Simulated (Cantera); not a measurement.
A freely propagating, adiabatic, planar premixed flame of H2 : O2 : N2 = 1 : 0.357 : 1.34 (molar parts), unburnt at 523 K and 640000 Pa; mixture-averaged transport, grid criteria slope 0.08 and curve 0.16, no radiation.

Model: the H2/O2 subset of GRI-Mech 3.0, which has no nitrogen chemistry, integrated in Cantera. The hydrogen kinetics of GRI-Mech 3.0 are dated; newer H2 mechanisms differ, most at raised pressure. Burning velocities carry a grid error of a few per cent, more on coarse grids.

Q: How do the results move with these cheaper or finer settings: unity-Lewis-number transport; multicomponent transport; multicomponent+Soret transport; grid criteria slope 0.5, curve 1; grid criteria slope 0.25, curve 0.5; grid criteria slope 0.03, curve 0.06?

A: 
| setting | laminar burning velocity | thermal thickness | peak x(H) | peak x(O) | grid points |
|---|---|---|---|---|---|
| as above | 696 cm/s | 0.0389 mm | 0.0465 | 0.00464 | 108 |
| unity-Lewis-number transport | 460 cm/s | 0.0363 mm | 0.0509 | 0.00414 | 111 |
| multicomponent transport | 684 cm/s | 0.0388 mm | 0.0463 | 0.00457 | 108 |
| multicomponent+Soret transport | 646 cm/s | 0.0380 mm | 0.0450 | 0.00461 | 108 |
| grid criteria slope 0.5, curve 1 | 750 cm/s | 0.0512 mm | 0.0487 | 0.00485 | 36 |
| grid criteria slope 0.25, curve 0.5 | 710 cm/s | 0.0426 mm | 0.0471 | 0.00466 | 49 |
| grid criteria slope 0.03, curve 0.06 | 688 cm/s | 0.0378 mm | 0.0462 | 0.00463 | 255 |
Unity Lewis numbers drop preferential diffusion, which matters most where H2 and H carry the flame; Soret adds thermal diffusion.
